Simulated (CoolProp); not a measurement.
Saturation properties of CHF3 (R23) (Tc = 299.3 K, pc = 48.32 bar, ω = 0.263).

Values from CoolProp's reference Helmholtz-energy equation of state, Penoncello 2003.

```csv
T (K),p (bar),liquid density (kg/m³),vapour density (kg/m³),liquid viscosity (µPa s)
211.4,2.880,(withheld),12.51,224
214.2,3.269,1354,14.13,215
216.9,3.682,1342,15.84,207
219.7,4.151,1330,(withheld),200
222.5,(withheld),(withheld),19.91,192
225.2,5.202,1306,22.15,185
228,5.810,1294,(withheld),178
230.7,6.445,1281,27.35,172
233.5,7.157,1268,30.36,165
236.2,(withheld),1255,33.52,159
239,8.728,1241,37.08,153
241.7,9.587,1228,40.82,148
```

Complete the blanks.


- 211.4, liquid density (kg/m³): 1365
- 219.7, vapour density (kg/m³): 17.78
- 222.5, p (bar): 4.664
- 222.5, liquid density (kg/m³): 1318
- 228, vapour density (kg/m³): 24.69
- 236.2, p (bar): 7.899

It boils at 191.1 K under 1 atm.

Viscosity comes from a separate model (Shan 2000).
